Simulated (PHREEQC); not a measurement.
A solution holds 0.0063 mol/kgw K2CO3 and 0.00042 mol/kgw Mn(NO3)2, at 40 °C. Closed to the air; pH follows from the charge balance.

Computed with PHREEQC (ion-association model, wateq4f.dat).

Precipitation was switched off in this run.

Q: Estimate the pH.

A: pH 10.60.

Q: In which forms is Mn present?

A: MnCO3 98 %, MnOH+ 1.7 %, Mn+2 0.7 % of the Mn.

Saturation is exceeded, for instance for Rhodochrosite; the values hold only as long as no solid forms. At this temperature some constants are extrapolated from 25 °C, and those without enthalpy data are left unchanged.
